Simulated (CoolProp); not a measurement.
Vapour-liquid equilibrium of CHF3 (R23) (1) + R134a (2) at -56.95 °C; x and y are mole fractions of (1).

The numbers come from the multi-fluid Helmholtz-energy mixture model, Penoncello 2003 and Tillner-Roth 1994; pair parameters Bell 2016 in CoolProp.

```tsv
x	bubble pressure (MPa)	y at the bubble point	dew pressure at overall composition x (MPa)	liquid density (mol/L)
0.05	0.03491	(withheld)	0.02030	14.57
0.2	0.08160	0.803	0.02389	15.22
0.35	0.1293	0.896	0.02902	15.90
0.5	0.1788	(withheld)	0.03692	(withheld)
0.65	0.2303	(withheld)	0.05072	17.38
0.8	0.2837	0.984	0.08077	18.16
0.95	0.3386	0.997	0.1949	18.95
```

Question: What belongs in the gaps?

Answer: 
- 0.05, y at the bubble point: 0.468
- 0.5, y at the bubble point: 0.940
- 0.5, liquid density (mol/L): 16.63
- 0.65, y at the bubble point: 0.967

No azeotrope shows between x = 0.05 and 0.95.

Pair parameters are fitted to limited data, so mixtures are less certain than the pure fluids.
